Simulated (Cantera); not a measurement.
A closed system holds: 1 mol Si, 3.1 mol H2, equilibrated at 1325 K and 1.00 bar.

Equilibrium computed with Cantera from the NASA thermochemical tables; the gas is ideal and each condensed phase is pure. Candidate condensed phases: Si; 9 gas species. The numbers say what is thermodynamically allowed, not how fast it happens.

What is the equilibrium state?


```json
{
  "x(H2)": "1.000",
  "x(H)": "1.64e-6",
  "n(Si(s))": "1.000 mol",
  "gas_amount": "3.100 mol"
}
```
